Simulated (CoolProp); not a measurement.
The fluid at 298.15 K and 0.438 MPa flows at 0.081 m/s in a round tube of 10 mm bore and 0.25 µm roughness, fully developed (64/Re and Nu = 3.66 if laminar; Colebrook and Gnielinski if turbulent). The same conditions are run with several fluids, on thermodynamics alone (safety and materials aside).

Model: reference Helmholtz-energy equation of state of each fluid (R407C: Lemmon 2003; ethane: Bücker 2006; R143a: Lemmon and Jacobsen 2000; ammonia: Gao 2020; sulfur hexafluoride: Guder 2009), in CoolProp. Blends and air are pseudo-pure fits.

**Question.** Rank R407C, ethane, R143a, ammonia, sulfur hexafluoride by Reynolds number, highest first.

**Answer.** sulfur hexafluoride (1440), R143a (1160), R407C (1080), ethane (472), ammonia (256)

```csv
fluid,Darcy friction factor,pressure drop (Pa/m),heat-transfer coefficient (W/(m² K)),mass flow (kg/h)
R407C,0.0591,0.318,4.98,0.376
ethane,0.136,0.245,7.80,0.126
R143a,0.0550,0.290,5.53,0.368
ammonia,0.250,0.259,9.28,0.0723
sulfur hexafluoride,0.0445,0.396,4.81,0.622
```

Transport values come from each fluid's own correlations; those of R143a are estimates that may be off by 10 % or more.
